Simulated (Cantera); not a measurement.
Standard-state values (1 bar) from the NASA 1993 polynomials, evaluated with Cantera. Values are per mole of reaction as written; species without (g) are pure solids or liquids, kept so even where they would boil at 1 bar.

Ca + Br2(g) ⇌ CaBr2, with ΔH° = -714.1 kJ and ΔS° = -158.2 J/K at 300 K.

Task: How far is the shortcut ΔG° ≈ ΔH°(300 K) − T·ΔS°(300 K) from the full temperature-dependent value at 375, 400, 425, 450, 475, 500, 525, 550, 575, 600 K?

Result: 
```tsv
T (K)	shortcut (kJ)	full (kJ)	difference (kJ)	difference in log10 K
375	-654.8	-654.9	0.1	-0.02
400	-650.9	-651.1	0.2	-0.03
425	-646.9	-647.2	0.3	-0.04
450	-642.9	-643.4	0.4	-0.05
475	-639.0	-639.6	0.6	-0.07
500	-635.0	-635.8	0.8	-0.08
525	-631.1	-632.0	1.0	-0.09
550	-627.1	-628.3	1.2	-0.11
575	-623.2	-624.5	1.4	-0.12
600	-619.2	-620.8	1.6	-0.14
```
The shortcut ignores the heat-capacity change of the reaction.
